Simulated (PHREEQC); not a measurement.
Dissolve 0.2 mol NH3 per kg of water at 35 °C. Closed to the air; pH follows from the charge balance.

The numbers come from PHREEQC with the ion-association model, phreeqc.dat.

Each row changes one thing in this solution. This is a speciation only: nothing precipitates in the calculation.

```
case                                           pH  ionic strength (mol/kgw)  NH4+ (mol/kgw)
------------------------------------------  -----  ------------------------  --------------
as made                                     10.96                   0.00201         0.00201
diluted 5-fold with water                     ___                  0.000881        0.000881
NH3 from 0.2 to 0.3 mol/kgw                 11.05                   0.00248         0.00248
NH3 from 0.2 to 0.22 mol/kgw                10.98                   0.00212         0.00212
NH3 replaced by NH4Cl at the same molality    ___                     0.200           0.200
NH3 from 0.2 to 0.18 mol/kgw                  ___                   0.00191         0.00191
temperature from 35 to 85 °C                  ___                   0.00194         0.00194
diluted 2-fold with water                   10.81                   0.00141         0.00141
NH3 from 0.2 to 0.4 mol/kgw                   ___                   0.00287         0.00287
```

### Question
Complete the blanks.

### Answer

- diluted 5-fold with water, pH: 10.61
- NH3 replaced by NH4Cl at the same molality, pH: 4.97
- NH3 from 0.2 to 0.18 mol/kgw, pH: 10.94
- temperature from 35 to 85 °C, pH: 9.76
- NH3 from 0.2 to 0.4 mol/kgw, pH: 11.12

Away from 25 °C the constants follow the database's enthalpies or fits; those with neither stay at their 25 °C values.
